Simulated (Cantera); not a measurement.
An isothermal, constant-pressure homogeneous reactor starts with CO : O2 : H2O : N2 = 0.0019 : 0.014 : 0.0018 : 1 (molar parts), equivalence ratio 0.068, at 1000 K and 2.86 atm. Integrator tolerance rtol = 1e-08.

Computed with Cantera and GRI-Mech 3.0 (53 species, 325 reactions).

Q: What does this change do: 0.055 parts CH4 added?

A: 
```csv
quantity,before,after
x(CO) at 100 s,5.55e-6 (gas-phase equilibrium <1e-12),0.00899 (gas-phase equilibrium 0.0282)
x(O2) at 100 s,0.0128 (gas-phase equilibrium 0.0128),4.14e-5 (gas-phase equilibrium <1e-12)
x(H2O) at 100 s,0.00177 (gas-phase equilibrium 0.00177),0.0160 (gas-phase equilibrium 6.31e-5)
x(NO) at 100 s,1.51e-10 (gas-phase equilibrium 8.69e-6),3.90e-12 (gas-phase equilibrium <1e-12)
x(H2) at 100 s,3.56e-9 (gas-phase equilibrium <1e-12),0.00735 (gas-phase equilibrium 0.0547)
```
GRI-Mech 3.0 stops at C3 and has no aromatics, soot or wall deposition, so with more carbon than oxygen in the feed, carbon stays in small species such as C2H2 where larger ones or solid carbon would form.
